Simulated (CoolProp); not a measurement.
Vapour-liquid equilibrium of dimethyl ether (1) + n-hexane (2) at 241.9 K; x and y are mole fractions of (1).

Model: multi-fluid Helmholtz-energy mixture model, Wu 2011 and Thol 2019; pair parameters Bell 2016, in CoolProp.

```json
[
 {"x": "0.05", "bubble pressure, mixture model (MPa)": "0.007256", "bubble pressure, Raoult's law (MPa)": "0.004619", "y, mixture model": "0.885", "y, Raoult's law": "0.821"},
 {"x": "0.125", "bubble pressure, mixture model (MPa)": "0.01634", "bubble pressure, Raoult's law (MPa)": "0.01024", "y, mixture model": "0.952", "y, Raoult's law": "0.925"},
 {"x": "0.2", "bubble pressure, mixture model (MPa)": "0.02455", "bubble pressure, Raoult's law (MPa)": "0.01586", "y, mixture model": "0.970", "y, Raoult's law": "0.956"},
 {"x": "0.275", "bubble pressure, mixture model (MPa)": "0.03174", "bubble pressure, Raoult's law (MPa)": "0.02148", "y, mixture model": "0.979", "y, Raoult's law": "0.971"},
 {"x": "0.35", "bubble pressure, mixture model (MPa)": "0.03790", "bubble pressure, Raoult's law (MPa)": "0.02710", "y, mixture model": "0.983", "y, Raoult's law": "0.979"},
 {"x": "0.425", "bubble pressure, mixture model (MPa)": "0.04315", "bubble pressure, Raoult's law (MPa)": "0.03272", "y, mixture model": "0.987", "y, Raoult's law": "0.985"},
 {"x": "0.5", "bubble pressure, mixture model (MPa)": "0.04769", "bubble pressure, Raoult's law (MPa)": "0.03834", "y, mixture model": "0.989", "y, Raoult's law": "0.989"},
 {"x": "0.575", "bubble pressure, mixture model (MPa)": "0.05173", "bubble pressure, Raoult's law (MPa)": "0.04396", "y, mixture model": "0.991", "y, Raoult's law": "0.992"},
 {"x": "0.65", "bubble pressure, mixture model (MPa)": "0.05550", "bubble pressure, Raoult's law (MPa)": "0.04957", "y, mixture model": "0.992", "y, Raoult's law": "0.994"},
 {"x": "0.725", "bubble pressure, mixture model (MPa)": "0.05922", "bubble pressure, Raoult's law (MPa)": "0.05519", "y, mixture model": "0.994", "y, Raoult's law": "0.996"},
 {"x": "0.8", "bubble pressure, mixture model (MPa)": "0.06311", "bubble pressure, Raoult's law (MPa)": "0.06081", "y, mixture model": "0.995", "y, Raoult's law": "0.997"},
 {"x": "0.875", "bubble pressure, mixture model (MPa)": "0.06736", "bubble pressure, Raoult's law (MPa)": "0.06643", "y, mixture model": "0.997", "y, Raoult's law": "0.998"},
 {"x": "0.95", "bubble pressure, mixture model (MPa)": "0.07218", "bubble pressure, Raoult's law (MPa)": "0.07205", "y, mixture model": "0.999", "y, Raoult's law": "0.999"}
]
```

The largest gap from Raoult's law is +59.6 % in bubble pressure, at x = 0.125. No azeotrope shows between x = 0.05 and 0.95.

The pair parameters rest on a limited set of measurements; away from them the model extrapolates. With so large a gap from Raoult's law the liquid may split in two, which this calculation doesn't test in full.
